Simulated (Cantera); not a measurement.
An isothermal plug-flow reactor at 1050 K and 750 Torr (inlet), inlet velocity 0.6 m/s, active area per volume 5900 1/m; feed CH4 : O2 : N2 = 0.0039 : 0.037 : 0.79 (molar parts).

Cantera simulation using Deutschmann's 1995 Pt surface mechanism with GRI-Mech 3.0 gas chemistry; the numbers are that mechanism's predictions, not measurements. Catalytic surfaces can have several steady states; this one follows from the mechanism file's or the stated starting coverage. Mass transfer to the wall is taken as infinitely fast.

One state of this run: x CH4 = 9.63e-9; x O2 = 0.0351; x H2O = 0.00938; x CO2 = 0.00469; x CO = 1.11e-10; θ free Pt = 0.313; θ O* = 0.685; θ OH* = 0.00171. x: gas mole fraction; θ: surface coverage.

Task: Which value of z (m) does it belong to?
A) 0.0025
B) 0.0009
C) 0.0015
D) 0.007

Result: D, 0.007
